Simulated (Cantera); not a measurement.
Input: 1 mol Al, 5.6 mol H2O, 6.8 mol CO, at 1773 K and 128 Torr.

Equilibrium computed with Cantera from the NASA thermochemical tables; the gas is ideal and each condensed phase is pure. Candidate condensed phases: Al, Al2O3, C, C6H6, C7H8, C8H18, H2O; 121 gas species. Gases not in the tables: Al(OH)3. Equilibrium is a limit: real reactors are often held back by kinetics, nucleation or transport.

Base state: CO 0.437, H2 0.232, H2O 0.219, CO2 0.111, H 0.000332, OH 1.95e-5 (mole fractions); condensed: Al2O3(s).

Question: What changes in the equilibrium state with this change: pressure from 128 Torr to 7.50 Torr?

Answer: 
```tsv
species	before	after
CO	0.437	0.437
H2	0.232	0.232
H2O	0.219	0.219
H	0.000332	0.00137
CO2	0.111	0.111
OH	1.95e-5	8.03e-5
Al2O3(s), mol	0.500	0.500
```
